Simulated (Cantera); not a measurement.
Charge: 1 mol CsOH, 2.2 mol H2O, held at 1648.15 K and 130000 Pa.

Method: chemical equilibrium by Gibbs-energy minimisation in Cantera with the NASA 1993 tables (ideal gas, pure condensed phases). Candidate condensed phases: Cs, CsOH, H2O; 15 gas species. Kinetics and transport are ignored.

Base state: H2O 0.687, CsOH 0.311, Cs 0.000584, H2 0.000393, O2 0.000311, Cs2(OH)2 0.000203, OH 0.000122 (mole fractions); condensed: gas only.

**Question.** What changes in the equilibrium state with this change: pressure from 130000 Pa to 1330 Pa?

**Answer.** 
```csv
species,before,after
H2O,0.687,0.685
CsOH,0.311,0.300
Cs,0.000584,0.00997
O2,0.000311,0.00295
Cs2(OH)2,0.000203,1.93e-6
O,3.93e-7,1.19e-5
```
